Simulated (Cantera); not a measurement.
A freely propagating, adiabatic, planar premixed flame of 10.3 % CH4, 2.58 % H2, 18.3 % O2, 68.8 % N2, equivalence ratio 1.2, unburnt at 575 K and 4.93 atm; mixture-averaged transport, grid criteria slope 0.08 and curve 0.16, no radiation.

Computed with Cantera and GRI-Mech 3.0 (53 species, 325 reactions). Burning velocities carry a grid error of a few per cent, more on coarse grids.

x: mole fraction of selected species; z is measured from the peak of heat release.

```
z (mm)   T (K)  u (m/s)     x CH4    x H2      x O2       x H       x O      x CO
-------  -----  -------  --------  ------  --------  --------  --------  --------
-0.300     576    0.704     0.103  0.0264     0.183     <1e-8     <1e-8   7.55e-6
-0.200     582    0.712     0.103  0.0274     0.182     <1e-8     <1e-8  0.000109
-0.150     598    0.734     0.101  0.0284     0.181     <1e-8     <1e-8  0.000444
-0.100       …    0.865    0.0946  0.0305     0.173   6.69e-8   1.24e-8   0.00305
-0.0501      …     1.45    0.0641  0.0337     0.132   3.29e-5   5.61e-6    0.0189
-0.0250      …     2.00    0.0349  0.0353    0.0882  0.000338   6.09e-5    0.0368
0            …     2.50   0.00889  0.0345    0.0408   0.00207  0.000312    0.0544
0.0250    2147     2.72  0.000849  0.0306    0.0143   0.00457  0.000682    0.0569
0.0501    2202     2.78   5.20e-5  0.0284   0.00567   0.00549  0.000816    0.0517
0.100     2248     2.83   3.16e-7  0.0280   0.00220   0.00491  0.000622    0.0464
0.200     2291     2.88     <1e-8  0.0278   0.00105   0.00346  0.000327    0.0447
0.400     2324     2.91     <1e-8  0.0275  0.000446   0.00215  0.000137    0.0443
0.801     2341     2.93     <1e-8  0.0273  0.000181   0.00135   5.62e-5    0.0442
```

### Question
Fill in the missing entries.

### Answer

- -0.100, T (K): 702
- -0.0501, T (K): 1166
- -0.0250, T (K): 1585
- 0, T (K): 1970
